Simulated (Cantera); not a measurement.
# Hydrogen reduction and annealing atmospheres: Fe2O3 + H2

A closed system holds: 1 mol Fe2O3, 1200 mol H2, at 13.0 mbar.

Method: chemical equilibrium by Gibbs-energy minimisation in Cantera with the NASA 1993 tables (ideal gas, pure condensed phases). Candidate condensed phases: Fe, FeO, Fe(OH)2, Fe(OH)3, Fe2O3, Fe3O4, H2O; 12 gas species. The numbers say what is thermodynamically allowed, not how fast it happens.

```tsv
T (K)	x H2	x H2O	x H	x Fe	x OH	n Fe(γ)	n Fe(δ)
1273	0.997	0.00250	6.25e-6	3.83e-8	1.80e-10	2.00	0
1348	0.997	0.00250	2.03e-5	3.14e-7	8.18e-10	2.00	0
1423	0.997	0.00250	5.82e-5	2.05e-6	3.16e-9	2.00	0
1498	0.997	0.00250	0.000151	1.11e-5	1.07e-8	1.99	0
1573	0.997	0.00250	0.000356	5.06e-5	3.22e-8	1.94	0
1648	0.997	0.00250	0.000780	0.000201	8.78e-8	1.76	0
1723	0.995	0.00250	0.00160	0.000702	2.19e-7	0	1.16
```
x: gas mole fraction; n: condensed amount in mol.

From 1273 K to 1648 K the condensed part is Fe(γ). At 1723 K the condensed part is Fe(δ). The main Fe-bearing gas is Fe throughout.
